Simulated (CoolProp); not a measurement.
Vapour-liquid equilibrium of R22 (1) + R142b (2) at 210.3 K; x and y are mole fractions of (1).

Model: multi-fluid Helmholtz-energy mixture model, Kamei 1995 and Lemmon 2006; pair parameters Bell 2016, in CoolProp.

### Question
Give the bubble pressure and the first vapour's composition at x = 0.05, 0.35, 0.95. Is there an azeotrope?

### Answer
x = 0.05: 0.07142 bar, y = 0.217; x = 0.35: 0.1426 bar, y = 0.728; x = 0.95: 0.3039 bar, y = 0.992. No azeotrope shows between x = 0.05 and 0.95.

The pair parameters rest on a limited set of measurements; away from them the model extrapolates.
